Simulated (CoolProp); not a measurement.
Vapour-liquid equilibrium of n-hexane (1) + cyclohexane (2) at 3.22 bar; x and y are mole fractions of (1).

Computed with CoolProp (multi-fluid Helmholtz-energy mixture model, Thol 2019 and Zhou 2014; pair parameters Bell 2016).

```json
[
 {"x": "0.05", "bubble temperature, mixture model (°C)": "123.7", "bubble temperature, Raoult's law (°C)": "123.9", "y, mixture model": "?", "y, Raoult's law": "0.068"},
 {"x": "0.2", "bubble temperature, mixture model (°C)": "?", "bubble temperature, Raoult's law (°C)": "121.6", "y, mixture model": "0.259", "y, Raoult's law": "0.257"},
 {"x": "0.35", "bubble temperature, mixture model (°C)": "118.5", "bubble temperature, Raoult's law (°C)": "119.3", "y, mixture model": "0.423", "y, Raoult's law": "0.428"},
 {"x": "0.5", "bubble temperature, mixture model (°C)": "116.4", "bubble temperature, Raoult's law (°C)": "117.2", "y, mixture model": "?", "y, Raoult's law": "0.582"},
 {"x": "0.65", "bubble temperature, mixture model (°C)": "?", "bubble temperature, Raoult's law (°C)": "115.1", "y, mixture model": "?", "y, Raoult's law": "0.721"},
 {"x": "0.8", "bubble temperature, mixture model (°C)": "112.9", "bubble temperature, Raoult's law (°C)": "113.2", "y, mixture model": "?", "y, Raoult's law": "0.848"},
 {"x": "0.95", "bubble temperature, mixture model (°C)": "?", "bubble temperature, Raoult's law (°C)": "111.4", "y, mixture model": "?", "y, Raoult's law": "0.964"}
]
```

### Question
Complete the blanks.

### Answer

- 0.05, y, mixture model: 0.070
- 0.2, bubble temperature, mixture model (°C): 120.9
- 0.5, y, mixture model: 0.572
- 0.65, bubble temperature, mixture model (°C): 114.6
- 0.65, y, mixture model: 0.709
- 0.8, y, mixture model: 0.837
- 0.95, bubble temperature, mixture model (°C): 111.3
- 0.95, y, mixture model: 0.960

The largest gap from Raoult's law is -0.8 K in bubble temperature, at x = 0.35. No azeotrope shows between x = 0.05 and 0.95.

The pair parameters rest on a limited set of measurements; away from them the model extrapolates.
